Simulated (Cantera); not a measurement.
# N2O furnace oxynitridation

An isothermal, constant-pressure homogeneous reactor starts with N2O : H2O = 1 : 1.6 (molar parts), at 1498 K and 47.3 Torr.

Cantera simulation using GRI-Mech 3.0 (53 species, 325 reactions); the numbers are that mechanism's predictions, not measurements. GRI-Mech 3.0 was tuned for natural gas; its chemistry of N2O as a main component is partial and can be far from experiment. The temperature is held fixed by assumption; the heat of reaction is taken as removed at once.

| t (s) | x N2O | x H2O | x NO | x NO2 | x OH | x H2O2 |
|---|---|---|---|---|---|---|
| 2.00e-5 | 0.385 | 0.615 | 2.00e-6 | 2.10e-12 | 2.60e-5 | 2.86e-10 |
| 0.000102 | 0.384 | 0.615 | 2.48e-5 | 2.71e-9 | 0.000307 | 5.24e-8 |
| 0.000518 | 0.382 | 0.614 | 0.000208 | 7.71e-7 | 0.00124 | 2.61e-7 |
| 0.00264 | 0.369 | 0.610 | 0.00162 | 1.63e-5 | 0.00148 | 2.53e-7 |
| 0.0134 | 0.309 | 0.595 | 0.00773 | 7.69e-5 | 0.00145 | 2.06e-7 |
| 0.0683 | 0.137 | 0.551 | 0.0234 | 9.51e-5 | 0.00130 | 1.11e-7 |
| 0.347 | 0.00546 | 0.517 | 0.0329 | 2.77e-5 | 0.000860 | 4.15e-8 |
| 1.77 | 3.40e-7 | 0.516 | 0.0331 | 3.70e-5 | 0.000319 | 1.01e-8 |
| 9.00 | 1.00e-7 | 0.516 | 0.0331 | 3.70e-5 | 0.000319 | 1.01e-8 |
x: mole fraction; the columns are a selection and need not sum to one.

Equilibrium at this temperature and pressure: N2O 6.71e-9, H2O 0.516, NO 0.000681, NO2 8.04e-7, OH 0.000327, H2O2 1.07e-8 (gas phase only).
